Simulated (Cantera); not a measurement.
Charge: 1 mol CH₃Cl, a varied amount of Si, held at 2250 K and 420 Torr.

These are equilibrium values from Cantera (NASA tables, ideal gas, pure condensed phases), not measurements of a reactor. Candidate condensed phases: C, C₆H₆, C₇H₈, C₈H₁₈, Si, SiC; 109 gas species. Gases not in the tables: Si₂H₆ and higher silanes. Rates play no part.

Which condensed phases are stable at each of these points (n(Si) (mol)): 0.0067, 0.011, 0.017, 0.028, 0.045, 0.072, 0.12, 0.19?


```tsv
n(Si) (mol)	condensed phases	Si condensed (%)
0.0067	C(graphite)	0.0
0.011	C(graphite)	0.0
0.017	C(graphite)	0.0
0.028	C(graphite)	0.0
0.045	C(graphite)	0.0
0.072	C(graphite)	0.0
0.12	C(graphite)	0.0
0.19	C(graphite) + SiC(s)	36.3
```

From 0.0067 mol Si to 0.12 mol Si the condensed part is C(graphite). At 0.19 mol Si the condensed part is C(graphite) + SiC(s).
